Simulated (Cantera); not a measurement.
An adiabatic, constant-volume homogeneous reactor starts with 2.92 % CH₄, 0.350 % C₂H₆, 11.0 % O₂, 79.3 % N₂, 6.41 % H₂O, equivalence ratio 0.64, at 1300 K and 0.220 bar.

Computed with Cantera and GRI-Mech 3.0 (53 species, 325 reactions).

### Question
Predict: time of steepest temperature rise; temperature at 0.800 s; equilibrium temperature; x(O₂) at 0.800 s; x(NO) at 0.800 s; x(O) at 0.800 s.

### Answer
| Property | Result |
|---|---|
| time of steepest temperature rise | 6.08 ms |
| temperature at 0.800 s | 2182 K |
| equilibrium temperature | 2180 K |
| x(O₂) at 0.800 s | 0.0373 (gas-phase equilibrium 0.0369) |
| x(NO) at 0.800 s | 0.00418 (gas-phase equilibrium 0.00507) |
| x(O) at 0.800 s | 0.000770 (gas-phase equilibrium 0.000756) |
